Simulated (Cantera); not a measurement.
Input (Python, Cantera):

```python
import numpy as np
import cantera as ct

gas = ct.Solution("gri30.yaml")
gas.TPX = 1175, 100000, {'CO': 0.015, 'O2': 0.003, 'H2O': 0.00038, 'N2': 1}
reactor = ct.IdealGasConstPressureReactor(gas, energy="off", clone=False)
net = ct.ReactorNet([reactor])
net.rtol, net.atol = 1e-08, 1e-18
show = ['CO', 'O2', 'H2O', 'N2O', 'HO2', 'NO2']
times = np.geomspace(0.0002, 30, 10)

steps = ct.SolutionArray(gas, extra=["t"])
rows = []
print(f"{'t/s':>10s}{'T/K':>9s}{'P/Pa':>11s}" + "".join(f"{s:>11s}" for s in show))
for t in times:
    while net.time < t:
        t_next = net.step()
        steps.append(gas.state, t=t_next)
    rows.append([np.interp(t, steps.t, y) for y in (steps.T, steps.P, *steps(*show).X.T)])
    print(f"{t:10.3e}{rows[-1][0]:9.1f}{rows[-1][1]:11.4g}" + "".join(f"{x:11.3e}" for x in rows[-1][2:]))
rate = np.gradient(steps.T, steps.t)
print("integrator steps:", len(steps.t))
if steps.T.max() > steps.T[0] + 200:
    print(f"time of steepest temperature rise: {steps.t[rate.argmax()]:.4e} s")
gas.TPX = 1175, 100000, {'CO': 0.015, 'O2': 0.003, 'H2O': 0.00038, 'N2': 1}
gas.equilibrate("TP")
print(f"equilibrium (TP): T = {gas.T:.1f} K  " + "  ".join(f"{s} {gas[s].X[0]:.3e}" for s in show))
```

Output:

```
       t/s      T/K       P/Pa         CO         O2        H2O        N2O        HO2        NO2
 2.000e-04   1175.0      1e+05  1.473e-02  2.946e-03  3.731e-04  1.086e-14  2.014e-13  5.457e-27
 7.519e-04   1175.0      1e+05  1.473e-02  2.946e-03  3.731e-04  1.484e-13  7.840e-12  1.030e-24
 2.827e-03   1175.0      1e+05  1.473e-02  2.946e-03  3.731e-04  2.097e-12  2.179e-10  4.692e-22
 1.063e-02   1175.0      1e+05  1.473e-02  2.946e-03  3.731e-04  7.982e-11  9.719e-09  1.851e-18
 3.995e-02   1175.0      1e+05  1.254e-02  1.761e-03  2.994e-04  4.246e-07  5.280e-07  1.513e-10
 1.502e-01   1175.0      1e+05  8.655e-03  2.140e-08  1.639e-04  8.287e-10  9.539e-12  5.308e-13
 5.646e-01   1175.0      1e+05  8.662e-03  5.829e-10  1.718e-04  4.646e-09  2.382e-13  7.638e-14
 2.123e+00   1175.0      1e+05  8.665e-03  2.926e-11  1.748e-04  1.561e-08  8.230e-15  1.287e-14
 7.980e+00   1175.0      1e+05  8.666e-03  2.592e-12  1.759e-04  1.420e-08  3.121e-16  4.353e-15
 3.000e+01   1175.0      1e+05  8.666e-03  4.498e-13  1.764e-04  3.287e-09  1.761e-17  1.878e-15
integrator steps: 2323
equilibrium (TP): T = 1175.0 K  CO 8.667e-03  O2 4.601e-17  H2O 1.774e-04  N2O 2.131e-16  HO2 7.658e-22  NO2 7.547e-22
```

Model: GRI-Mech 3.0 (53 species, 325 reactions), integrated in Cantera.
